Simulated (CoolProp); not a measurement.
Isohexane at 293.15 K and 1.21 MPa is throttled through a valve to 0.669 MPa with no heat exchange. Each further row changes one setting.

Model: reference Helmholtz-energy equation of state, Lemmon 2006, in CoolProp. It is a short technical equation, of lower accuracy than the large ones.

| case | temperature change (K) | final density (kg/m³) |
|---|---|---|
| as stated | ___ | 654 |
| outlet pressure 0.201 MPa | +0.4 | ___ |
| outlet pressure 0.87 MPa | ___ | 654 |

Question: Fill in the missing entries.

Answer: 
- as stated, temperature change (K): +0.2
- outlet pressure 0.201 MPa, final density (kg/m³): 653
- outlet pressure 0.87 MPa, temperature change (K): +0.1
